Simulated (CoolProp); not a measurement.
Vapour pressure (MPa) of propane: the reference equation beside estimates from Tc = 369.9 K, pc = 4.251 MPa, ω = 0.152. Clausius-Clapeyron is anchored at 274.7 K with a constant enthalpy of vaporisation of 16.43 kJ/mol.

Model: reference Helmholtz-energy equation of state, Lemmon 2009, in CoolProp.

```tsv
T (K)	reference	Lee-Kesler	Clausius-Clapeyron	Peng-Robinson
220.3	0.06148	0.06032	0.08414	0.06197
238.4	0.1386	0.1375	0.1663	___
256.6	0.2763	0.2762	0.2994	0.2758
274.7	0.4973	0.4990	0.4973	0.4961
292.9	___	0.8344	0.7777	0.8301
311	1.303	1.307	1.152	___
329.2	1.950	1.953	___	1.958
347.3	2.803	2.806	2.238	2.819
```

Problem. Some entries are withheld; supply them.

Solution. 
- 238.4, Peng-Robinson: 0.1388
- 292.9, reference: 0.8310
- 311, Peng-Robinson: 1.305
- 329.2, Clausius-Clapeyron: 1.637

Absolute difference from the reference over all 8 rows, mean and median: Lee-Kesler 0.5 and 0.3 %, Clausius-Clapeyron 14.9 and 13.8 %, Peng-Robinson 0.3 and 0.2 %.
